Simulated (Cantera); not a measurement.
A Cantera script and what it prints.

```python
import numpy as np
import cantera as ct

gas_names = """
    H H2 N NH NH2 NH3 N2 N2H2 N2H4 Si SiH SiH2 SiH3 SiH4 SiN Si2 Si2N Si3
""".split()
cond_names = """
    Si(cr) Si(L) Si3N4(a)
""".split()


def load(file, names, dense=False):
    # The tables refer to 1 bar. Condensed volumes are neglected.
    table = {s.name: s for s in ct.Species.list_from_file(file)}
    out = []
    for n in names:
        d = dict(table[n].input_data)
        d["thermo"] = dict(d["thermo"], **{"reference-pressure": 1e5})
        if dense:
            d["equation-of-state"] = {"model": "constant-volume", "density": "1e6 g/cm^3"}
        out.append(ct.Species.from_dict(d))
    return out


gas = ct.Solution(thermo="ideal-gas", species=load("nasa_gas.yaml", gas_names))
cond = {s.name: ct.Solution(thermo="fixed-stoichiometry", species=[s], name=s.name)
        for s in load("nasa_condensed.yaml", cond_names, dense=True)}
atoms = {
    'trisilylamine': {'Si': 3, 'N': 1, 'H': 9},
    'NH3': {'N': 1, 'H': 3},
    'H2': {'H': 2},
}
top_T = {'Si3N4(a)': 2400}  # K; cautious upper limits of use, not melting points


def equilibrate(T, P, feed):
    n = {}
    for name, mol in feed.items():
        for a, k in atoms[name].items():
            n[a] = n.get(a, 0.0) + k * mol
    gas.TPX = T, P, n
    mass = sum(n.values()) * gas.mean_molecular_weight
    gas.equilibrate("TP")
    valid = [c for c in cond.values() if c.min_temp <= T <= top_T.get(c.name, c.max_temp)]
    mix = ct.Mixture([(gas, mass / gas.mean_molecular_weight)] + [(c, 0.0) for c in valid])
    mix.T, mix.P = T, P
    mix.equilibrate("TP", solver="vcs", rtol=1e-11, max_steps=5000)
    return mix


results = []
feed = {'trisilylamine': 1, 'NH3': 45, 'H2': 0.47}  # mol
T = 1898.15  # K
P = 5.7  # Pa
mix = equilibrate(T, P, feed)
results.append((T, P, feed, dict(zip(mix.species_names, mix.species_moles))))
x = sorted(zip(gas.X, gas.species_names), reverse=True)
print(f"T = {T:g} K  P = {P:g} Pa  gas = {mix.phase_moles(0):.4g} mol")
print("   x: " + "  ".join(f"{s} {v:.3e}" for v, s in x if v > 0.001))
print("   condensed (mol): " + ("  ".join(f"{mix.phase(i).name} {mix.phase_moles(i):.4g}"
      for i in range(1, mix.n_phases) if mix.phase_moles(i) > 1e-12) or "none"))
```

Output:

```
T = 1898.15 K  P = 5.7 Pa  gas = 102.8 mol
   x: H2 6.627e-01  N2 2.237e-01  H 8.438e-02  Si 2.891e-02
   condensed (mol): none
```

Cantera equilibrium calculation (NASA polynomials, part measured and part estimated; ideal gas, pure solids and liquids). The feed counts by its element totals alone. The tables' values for SiN are old estimates; treat these amounts as uncertain.
